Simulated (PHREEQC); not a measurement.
**Brine**

Solution (20 °C): 5.8 mol LiCl and 0.63 mol BaCl2 per kg of water. Closed to the air; pH follows from the charge balance.

Equilibrium calculation in PHREEQC: Pitzer model, pitzer.dat.

This is a speciation only: nothing precipitates in the calculation.

### Question
Predict the activity of water, osmotic coefficient, density.

### Answer
activity of water 0.669; osmotic coefficient 1.654; density 1.205 g/cm³.
